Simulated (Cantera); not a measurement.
Cantera run:

```python
import numpy as np
import cantera as ct

gas_names = """
    H H2 N NH NH2 NH3 N2 N2H2 N2H4 Si SiH SiH2 SiH3 SiH4 SiN Si2 Si2N Si3
""".split()
cond_names = """
    Si(cr) Si(L) Si3N4(a)
""".split()


# ... load() reads the species with a 1 bar reference pressure and builds the phases ...
atoms = {
    'SiH4': {'Si': 1, 'H': 4},
    'N2': {'N': 2},
}
top_T = {'Si3N4(a)': 2400}  # K; cautious upper limits of use, not melting points


# ... equilibrate(T, P, feed) seeds the gas with the atoms and calls Mixture.equilibrate('TP', solver="vcs", rtol=1e-11, max_steps=5000) ...
results = []
feed = {'SiH4': 1, 'N2': 17}  # mol
T = 2048.15  # K
for P in [5, 17, 59, 210, 710, 2400, 8400, 29000, 100000]:
    mix = equilibrate(T, P, feed)
    results.append((T, P, feed, dict(zip(mix.species_names, mix.species_moles))))

top = {s: max(r[3][s] / sum(r[3][g] for g in gas_names) for r in results) for s in gas_names}
cols = sorted((s for s in top if top[s] > 0.0001), key=lambda s: -top[s])[:5]
seen = [c for c in cond_names if any(r[3].get(c, 0) > 1e-12 for r in results)]
print("log10 of partial pressures in bar; condensed amounts in mol")
print(f"{'P/Pa':>10s}" + "".join(f"{s[:9]:>10s}" for s in cols + seen))
for T, P, feed, n in results:
    ng = sum(n[g] for g in gas_names)
    print(f"{P:10.4g}" + "".join(f"{np.log10(max(n[s] / ng * P / 1e5, 1e-99)):10.3f}" for s in cols)
          + "".join(f"{n.get(c, 0):10.4g}" for c in seen))
```

Output:

```
log10 of partial pressures in bar; condensed amounts in mol
      P/Pa        N2        H2         H        Si      Si2N     Si(L)  Si3N4(a)
         5    -4.388    -5.538    -5.418    -5.620    -9.848         0         0
        17    -3.850    -4.899    -5.099    -5.084    -8.507         0         0
        59    -3.305    -4.299    -4.799    -4.546    -7.158         0         0
       210    -2.746    -3.710    -4.504    -4.121    -6.028    0.2302         0
       710    -2.204    -3.152    -4.225    -4.121    -5.757    0.7711         0
      2400    -1.671    -2.610    -3.954    -4.121    -5.490    0.9286         0
      8400    -1.125    -2.060    -3.679    -4.121    -5.217    0.9772         0
   2.9e+04    -0.586    -1.519    -3.409    -4.121    -4.948     0.992         0
     1e+05    -0.050    -0.964    -3.131    -4.432    -5.301         0    0.3329
```

Method: chemical equilibrium by Gibbs-energy minimisation in Cantera with the NASA 1993 tables (ideal gas, pure condensed phases). The tables' values for SiN are old estimates; treat these amounts as uncertain. Gases not in the tables: Si2H6 and higher silanes.
